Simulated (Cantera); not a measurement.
Charge: 1 mol SiHCl₃, 39 mol H₂, at 750 Torr.

Cantera equilibrium calculation (NASA polynomials, part measured and part estimated; ideal gas, pure solids and liquids). Candidate condensed phases: Si; 19 gas species. The tables' values for SiCl, SiCl₃ are old estimates; treat these amounts as uncertain. Gases not in the tables: Si₂H₆ and higher silanes. Kinetics and transport are ignored. All values below are at 2175 K.

Base state: H₂ 0.929, HCl 0.0580, SiCl₂ 0.00716, H 0.00471, Si 0.000289, SiH₂ 0.000246, SiCl 0.000237, Cl 0.000214 (mole fractions); condensed: Si(l).

Task: What changes in the equilibrium state with this change: H₂ from 39 to 55 mol?

Result: 
```csv
species,before,after
H₂,0.929,0.946
HCl,0.0580,0.0440
H,0.00471,0.00475
SiCl₂,0.00716,0.00404
SiCl₃,5.63e-5,2.39e-5
SiCl,0.000237,0.000178
Cl,0.000214,0.000161
SiH₂,0.000246,0.000251
"Si(l), mol",0.665,0.718
```
